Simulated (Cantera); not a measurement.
Feed: 1 mol Si(CH₃)₄, 0.0063 mol C₂H₂, 250 mol H₂, equilibrated at 1330 Pa.

Cantera equilibrium calculation (NASA polynomials, part measured and part estimated; ideal gas, pure solids and liquids). Candidate condensed phases: C, C₆H₆, C₇H₈, C₈H₁₈, Si, SiC; 87 gas species. Gases not in the tables: Si₂H₆ and higher silanes. The numbers say what is thermodynamically allowed, not how fast it happens.

x: gas mole fraction; n: condensed amount in mol.

| T (K) | x H₂ | x H | x C₂H₂ (acetylene) | x Si | x CH₄ | n C(graphite) | n SiC(s) |
|---|---|---|---|---|---|---|---|
| 1025 | 0.999 | 3.77e-8 | 2.21e-9 | <1e-12 | 0.000978 | 2.76 | 1.00 |
| 1175 | 1.000 | 1.06e-6 | 6.37e-8 | <1e-12 | 0.000255 | 2.95 | 1.00 |
| 1325 | 1.000 | ___ | ___ | ___ | ___ | 2.99 | 1.00 |
| 1475 | 1.000 | 0.000112 | 6.67e-6 | 2.85e-9 | 3.87e-5 | 3.00 | 1.000 |
| 1625 | 0.999 | ___ | ___ | ___ | ___ | 2.99 | 1.000 |
| 1775 | 0.997 | 0.00250 | 0.000142 | 3.53e-6 | 1.11e-5 | 2.94 | 0.999 |
| 1925 | 0.991 | 0.00824 | 0.000454 | 5.36e-5 | 6.84e-6 | 2.79 | 0.983 |
| 2075 | 0.975 | 0.0228 | 0.00121 | 0.000547 | 4.45e-6 | 2.53 | 0.827 |
| 2225 | 0.939 | 0.0544 | 0.00276 | 0.00301 | 2.93e-6 | 2.34 | 0 |
| 2375 | 0.877 | 0.114 | 0.00544 | 0.00295 | 1.90e-6 | 0.705 | 0 |

Question: Fill in the missing entries.

Answer: 
- 1325, x H: 1.42e-5
- 1325, x C₂H₂ (acetylene): 8.51e-7
- 1325, x Si: 2.38e-11
- 1325, x CH₄: 8.95e-5
- 1625, x H: 0.000611
- 1625, x C₂H₂ (acetylene): 3.55e-5
- 1625, x Si: 1.40e-7
- 1625, x CH₄: 1.96e-5
